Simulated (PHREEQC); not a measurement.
Alkaline etch or developer: an equilibrium model

Solution (5 °C): 0.2 mol/kgw NaOH, 0.029 mol/kgw CO2 and 0.00025 mol/kgw K2CO3. Closed to the air; pH follows from the charge balance.

All values are PHREEQC results (ion-association model, phreeqc.dat), not measurements.

pH: 13.73
ionic strength: 0.214 mol/kgw
activity of water: 0.994
specific conductance: 18600 µS/cm
density: 1.010 g/cm³
total alkalinity: 200 meq/kg

```tsv
species	molality	activity	log γ
Na+	0.192	0.144	-0.124
OH-	0.142	0.101	-0.150
CO3-2	0.0212	0.00664	-0.504
NaCO3-	0.00805	0.00605	-0.125
K+	0.000500	0.000357	-0.146
HCO3-	5.85e-6	4.38e-6	-0.126
NaHCO3	3.82e-7	4.01e-7	0.021
```

Precipitation was switched off in this run. Away from 25 °C the constants follow the database's enthalpies or fits; those with neither stay at their 25 °C values.
